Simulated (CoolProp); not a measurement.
Model: reference Helmholtz-energy equation of state, Pan 2012, in CoolProp.

Task: Give the vapour pressure (MPa), liquid density (kg/m³), vapour density (kg/m³), enthalpy of vaporisation (kJ/kg) of saturated R236FA at 67.05, 72.95 °C.

Result: 
```
T (°C)  p (MPa)  liquid density (kg/m³)  vapour density (kg/m³)  enthalpy of vaporisation (kJ/kg)
------  -------  ----------------------  ----------------------  --------------------------------
67.05     0.913                    1200                    62.7                               117
72.95      1.06                    1170                    73.5                               112
```
